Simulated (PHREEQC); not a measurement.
Make-up at 25 °C: 0.036 mol/kgw HF, 0.023 mol/kgw H2SiF6 and 0.032 mol/kgw HNO3. Closed to the air; pH follows from the charge balance.

The numbers come from PHREEQC with the ion-association model, wateq4f.dat.

```yaml
pH: 1.19
ionic_strength: 0.102 mol/kgw
total_alkalinity: -206 meq/kg
```

| species | molality | activity | log γ |
|---|---|---|---|
| H+ | 0.0785 | 0.0647 | -0.084 |
| NO3- | 0.0320 | 0.0241 | -0.124 |
| HF | 0.0305 | 0.0312 | 0.010 |
| SiF6-2 | 0.0230 | 0.00861 | -0.427 |
| H2F2 | 0.00248 | 0.00254 | 0.010 |
| F- | 0.000423 | 0.000322 | -0.119 |
| HF2- | 5.07e-5 | 3.86e-5 | -0.119 |
| H4SiO4 | 2.82e-7 | 2.89e-7 | 0.010 |

Precipitation was switched off in this run. Complexes and solids missing from the database can't appear. SiF6-2 is the database's only silicon fluoride.
